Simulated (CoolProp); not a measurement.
Propane along the isobar 4.41 MPa: density (kg/m³) from the reference equation and from simpler models built on Tc = 369.9 K, pc = 4.251 MPa, ω = 0.152; each cubic takes its own stable root.

The numbers come from the reference Helmholtz-energy equation of state, Lemmon 2009 in CoolProp.

```csv
T (K),phase,reference,van der Waals,Redlich-Kwong,Soave-Redlich-Kwong
288.9,liquid,515.2,336.2,472.3,482.5
307.6,liquid,488.0,319.2,440.9,451.2
326.3,liquid,456.5,299.1,404.2,413.9
345,liquid,416.7,273.5,358.2,366.3
363.6,liquid,353.4,233.9,288.6,292.8
382.3,supercritical,112.8,110.9,112.9,110.5
401,supercritical,88.29,89.07,89.32,87.23
419.7,supercritical,76.43,77.97,77.55,75.63
438.3,supercritical,68.67,70.46,69.75,67.97
457,supercritical,62.91,64.75,63.92,62.25
475.7,supercritical,58.37,60.19,59.30,57.74
494.4,supercritical,54.65,56.40,55.51,54.04
513,supercritical,51.53,53.20,52.33,50.94
531.7,supercritical,48.82,50.41,49.57,48.26
550.4,supercritical,46.45,47.96,47.16,45.91
```
